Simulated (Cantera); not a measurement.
A Cantera script and what it prints.

```python
import numpy as np
import cantera as ct

gas_names = [...]  # 113 gases of nasa_gas.yaml made of C, Cu, H, O
cond_names = """
    C(gr) C6H6(L) C7H8(L) C8H18(L),n-octa Cu(cr) Cu(L) CuO(s) CuO2H2(s) Cu2O(s) Cu2O(L) H2O(s) H2O(L)
""".split()


# ... load() reads the species with a 1 bar reference pressure and builds the phases ...
atoms = {
    'Cu': {'Cu': 1},
    'H2O': {'H': 2, 'O': 1},
    'CO': {'C': 1, 'O': 1},
}
top_T = {'C(gr)': 4500, 'CuO(s)': 1390}  # K; cautious upper limits of use, not melting points


# ... equilibrate(T, P, feed) seeds the gas with the atoms and calls Mixture.equilibrate('TP', solver="vcs", rtol=1e-11, max_steps=5000) ...
results = []
feed = {'Cu': 1, 'H2O': 1.8, 'CO': 36}  # mol
P = 10000  # Pa
for T in [1898, 1923, 1948, 1973, 1998, 2023, 2048, 2073]:
    mix = equilibrate(T, P, feed)
    results.append((T, P, feed, dict(zip(mix.species_names, mix.species_moles))))

top = {s: max(r[3][s] / sum(r[3][g] for g in gas_names) for r in results) for s in gas_names}
cols = sorted((s for s in top if top[s] > 0.001), key=lambda s: -top[s])[:7]
seen = [c for c in cond_names if any(r[3].get(c, 0) > 1e-12 for r in results)]
print("log10 of partial pressures in bar; condensed amounts in mol")
print(f"{'T/K':>10s}" + "".join(f"{s[:9]:>10s}" for s in cols + seen))
for T, P, feed, n in results:
    ng = sum(n[g] for g in gas_names)
    print(f"{T:10.4g}" + "".join(f"{np.log10(max(n[s] / ng * P / 1e5, 1e-99)):10.3f}" for s in cols)
          + "".join(f"{n.get(c, 0):10.4g}" for c in seen))
```

Output:

```
log10 of partial pressures in bar; condensed amounts in mol
       T/K        CO       CO2        H2        Cu       H2O         H     Cu(L)
      1898    -1.047    -2.403    -2.405    -2.801    -3.138    -4.310    0.3885
      1923    -1.049    -2.406    -2.409    -2.690    -3.133    -4.231    0.2063
      1948    -1.051    -2.410    -2.413    -2.592    -3.129    -4.154         0
      1973    -1.051    -2.411    -2.415    -2.591    -3.123    -4.078         0
      1998    -1.051    -2.412    -2.417    -2.591    -3.118    -4.003         0
      2023    -1.051    -2.413    -2.420    -2.591    -3.112    -3.931         0
      2048    -1.051    -2.414    -2.422    -2.591    -3.108    -3.861         0
      2073    -1.051    -2.415    -2.424    -2.591    -3.103    -3.792         0
```

These are equilibrium values from Cantera (NASA tables, ideal gas, pure condensed phases), not measurements of a reactor.
